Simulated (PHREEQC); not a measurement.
A solution holds 0.097 mol NiSO4, 0.0023 mol NaCl and 0.0016 mol FeSO4 per kg of water, at 20 °C. Closed to the air; pH follows from the charge balance.

Computed with PHREEQC (ion-association model, wateq4f.dat).

Q: The ionic strength comes out as 0.216 mol/kgw. What activity coefficients do NiOH+, NiCl+, Na+, Ni(SO4)2-2, Ni+2 get?

A: NiOH+ 0.74, NiCl+ 0.74, Na+ 0.74, Ni(SO4)2-2 0.31, Ni+2 0.31.

No solid was allowed to form. Species that the database lacks are ignored.
